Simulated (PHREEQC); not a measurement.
Dissolve 0.0008 mol CsOH, 4.7e-08 mol H4SiO4 and 2.8e-05 mol K2CO3 per kg of water at 25 °C. Closed to the air; pH follows from the charge balance.

Equilibrium calculation in PHREEQC: ion-association model, wateq4f.dat.

Precipitation was switched off in this run.

### Question
Order these Si species by the share of Si that they hold, largest first: H3SiO4-, H2SiO4-2, H4SiO4.

### Answer
H3SiO4- (92 %), H4SiO4 (7.7 %), H2SiO4-2 (0.54 %)

The pH is 10.89 and the ionic strength 0.000878 mol/kgw. Complexes and solids missing from the database can't appear.
